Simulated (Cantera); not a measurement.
**Silicon carbide growth: SiH2Cl2 + C2H4 + H2**

Charge: 1 mol SiH2Cl2, 0.72 mol C2H4, 2.5 mol H2, at 0.0100 bar.

These are equilibrium values from Cantera (NASA tables, ideal gas, pure condensed phases), not measurements of a reactor. Candidate condensed phases: C, C6H6, C7H8, C8H18, Si, SiC; 109 gas species. The tables' values for SiCl, SiCl3 are old estimates; treat these amounts as uncertain. Gases not in the tables: Si2H6 and higher silanes. Equilibrium is a limit: real reactors are often held back by kinetics, nucleation or transport.

```json
[
 {"T (K)": "1848", "x H2": "0.672", "x HCl": "0.309", "x H": "0.00435", "x SiCl2": "0.0123", "x Cl": "0.00152", "x Si": "1.87e-5", "x C2H2 (acetylene)": "0.000173", "n C(graphite)": "0.513", "n SiC(s)": "0.925"},
 {"T (K)": "1873", "x H2": "0.672", "x HCl": "0.307", "x H": "0.00529", "x SiCl2": "0.0130", "x Cl": "0.00183", "x Si": "2.93e-5", "x C2H2 (acetylene)": "0.000210", "n C(graphite)": "0.517", "n SiC(s)": "0.921"},
 {"T (K)": "1898", "x H2": "0.672", "x HCl": "0.305", "x H": "0.00641", "x SiCl2": "0.0138", "x Cl": "0.00219", "x Si": "4.53e-5", "x C2H2 (acetylene)": "0.000253", "n C(graphite)": "0.521", "n SiC(s)": "0.916"},
 {"T (K)": "1923", "x H2": "0.672", "x HCl": "0.303", "x H": "0.00772", "x SiCl2": "0.0146", "x Cl": "0.00262", "x Si": "6.92e-5", "x C2H2 (acetylene)": "0.000303", "n C(graphite)": "0.526", "n SiC(s)": "0.911"},
 {"T (K)": "1948", "x H2": "0.671", "x HCl": "0.300", "x H": "0.00926", "x SiCl2": "0.0154", "x Cl": "0.00310", "x Si": "0.000105", "x C2H2 (acetylene)": "0.000362", "n C(graphite)": "0.530", "n SiC(s)": "0.905"},
 {"T (K)": "1973", "x H2": "0.671", "x HCl": "0.298", "x H": "0.0110", "x SiCl2": "0.0162", "x Cl": "0.00366", "x Si": "0.000156", "x C2H2 (acetylene)": "0.000430", "n C(graphite)": "0.535", "n SiC(s)": "0.900"},
 {"T (K)": "1998", "x H2": "0.670", "x HCl": "0.295", "x H": "0.0131", "x SiCl2": "0.0170", "x Cl": "0.00430", "x Si": "0.000231", "x C2H2 (acetylene)": "0.000508", "n C(graphite)": "0.539", "n SiC(s)": "0.894"},
 {"T (K)": "2023", "x H2": "0.668", "x HCl": "0.292", "x H": "0.0155", "x SiCl2": "0.0177", "x Cl": "0.00504", "x Si": "0.000339", "x C2H2 (acetylene)": "0.000597", "n C(graphite)": "0.544", "n SiC(s)": "0.888"},
 {"T (K)": "2048", "x H2": "0.667", "x HCl": "0.289", "x H": "0.0183", "x SiCl2": "0.0185", "x Cl": "0.00586", "x Si": "0.000493", "x C2H2 (acetylene)": "0.000699", "n C(graphite)": "0.549", "n SiC(s)": "0.882"},
 {"T (K)": "2073", "x H2": "0.665", "x HCl": "0.285", "x H": "0.0214", "x SiCl2": "0.0192", "x Cl": "0.00680", "x Si": "0.000709", "x C2H2 (acetylene)": "0.000815", "n C(graphite)": "0.554", "n SiC(s)": "0.875"},
 {"T (K)": "2098", "x H2": "0.662", "x HCl": "0.282", "x H": "0.0250", "x SiCl2": "0.0199", "x Cl": "0.00785", "x Si": "0.00101", "x C2H2 (acetylene)": "0.000945", "n C(graphite)": "0.560", "n SiC(s)": "0.867"},
 {"T (K)": "2123", "x H2": "0.659", "x HCl": "0.278", "x H": "0.0291", "x SiCl2": "0.0206", "x Cl": "0.00902", "x Si": "0.00143", "x C2H2 (acetylene)": "0.00109", "n C(graphite)": "0.566", "n SiC(s)": "0.859"}
]
```
x: gas mole fraction; n: condensed amount in mol.

From 1848 K to 2123 K the condensed part is C(graphite) + SiC(s). The main Si-bearing gas is SiCl2 throughout. The share of Si in condensed phases is highest at 1848 K (92.5 %) and lowest at 2123 K (85.9 %).
